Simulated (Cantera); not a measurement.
A perfectly stirred reactor is fed with 18.2 % CH4, 81.8 % CO2, at 0.200 bar; it is held at 1650 K, and followed from long to short residence time.

Model: GRI-Mech 3.0 (53 species, 325 reactions), integrated in Cantera.

Task: Predict: x(CH4) at τ = 0.930 s; x(CO2) at τ = 0.930 s; x(H2O) at τ = 0.930 s; x(CH3) at τ = 0.930 s; x(CH4) at τ = 9.80 ms; x(CO2) at τ = 9.80 ms; x(H2O) at τ = 9.80 ms; x(CH3) at τ = 9.80 ms.

Result: 
```json
{
 "x(CH4) at τ = 0.930 s": "0.0212",
 "x(CO2) at τ = 0.930 s": "0.431",
 "x(H2O) at τ = 0.930 s": "0.171",
 "x(CH3) at τ = 0.930 s": "0.000248",
 "x(CH4) at τ = 9.80 ms": "0.157",
 "x(CO2) at τ = 9.80 ms": "0.797",
 "x(H2O) at τ = 9.80 ms": "0.00608",
 "x(CH3) at τ = 9.80 ms": "0.00103"
}
```
